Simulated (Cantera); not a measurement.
An isothermal, constant-pressure homogeneous reactor starts with CH₄ : H₂ = 1 : 1.4 (molar parts), at 1375 K and 0.415 atm.

Model: GRI-Mech 3.0 (53 species, 325 reactions), integrated in Cantera. GRI-Mech 3.0 stops at C3 and has no aromatics, soot or wall deposition, so with more carbon than oxygen in the feed, carbon stays in small species such as C2H2 where larger ones or solid carbon would form.

x: mole fraction; the columns are a selection and need not sum to one.

```json
[
 {"t (s)": "2.00e-6", "x CH₄": "0.417", "x H₂": "0.583", "x CH₂": "<1e-12", "x CH₃": "2.27e-8", "x C₂H₆": "<1e-12", "x H": "(withheld)"},
 {"t (s)": "1.12e-5", "x CH₄": "0.417", "x H₂": "0.583", "x CH₂": "<1e-12", "x CH₃": "1.38e-7", "x C₂H₆": "<1e-12", "x H": "(withheld)"},
 {"t (s)": "6.32e-5", "x CH₄": "0.417", "x H₂": "0.583", "x CH₂": "<1e-12", "x CH₃": "7.88e-7", "x C₂H₆": "1.40e-10", "x H": "(withheld)"},
 {"t (s)": "0.000356", "x CH₄": "0.417", "x H₂": "0.583", "x CH₂": "1.60e-12", "x CH₃": "4.39e-6", "x C₂H₆": "2.46e-8", "x H": "(withheld)"},
 {"t (s)": "0.00200", "x CH₄": "0.417", "x H₂": "0.583", "x CH₂": "2.84e-11", "x CH₃": "1.85e-5", "x C₂H₆": "2.93e-6", "x H": "(withheld)"},
 {"t (s)": "0.0112", "x CH₄": "0.417", "x H₂": "0.583", "x CH₂": "5.98e-11", "x CH₃": "2.69e-5", "x C₂H₆": "4.20e-5", "x H": "(withheld)"},
 {"t (s)": "0.0632", "x CH₄": "0.416", "x H₂": "0.584", "x CH₂": "8.34e-11", "x CH₃": "3.17e-5", "x C₂H₆": "9.90e-5", "x H": "2.24e-6"},
 {"t (s)": "0.356", "x CH₄": "0.412", "x H₂": "0.586", "x CH₂": "8.53e-11", "x CH₃": "3.19e-5", "x C₂H₆": "0.000103", "x H": "2.29e-6"},
 {"t (s)": "2.00", "x CH₄": "0.388", "x H₂": "0.601", "x CH₂": "8.58e-11", "x CH₃": "3.11e-5", "x C₂H₆": "0.000102", "x H": "2.42e-6"}
]
```

Task: Complete the blanks.

Result: 
- 2.00e-6, x H: 4.08e-9
- 1.12e-5, x H: 1.22e-8
- 6.32e-5, x H: 5.79e-8
- 0.000356, x H: 3.11e-7
- 0.00200, x H: 1.30e-6
- 0.0112, x H: 1.89e-6
